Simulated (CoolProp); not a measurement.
A closed Brayton cycle with carbon dioxide: compressor inlet 333.15 K and 8.4 MPa, high pressure 27.5 MPa, turbine inlet 870 K, compressor efficiency 0.8, turbine efficiency 0.9, recuperator effectiveness 0 (on enthalpy, no pinch check). Each further row changes one setting.

Computed with CoolProp (reference Helmholtz-energy equation of state, Span 1996).

```tsv
case	thermal efficiency (%)	net work (kJ/kg)	compressor to turbine work	compressor exit (K)	turbine exit (K)
as stated	15.7	88.6	0.45	441.3	724.6
turbine inlet 820 K	15.6	78.0	0.49	441.3	679.7
compressor inlet 343.15 K	15.2	81.5	0.50	457.5	724.6
high pressure 23.4 MPa	13.9	80.5	0.43	425.9	743.7
recuperator effectiveness 0.5	22.1	88.6	0.45	441.3	724.6
```
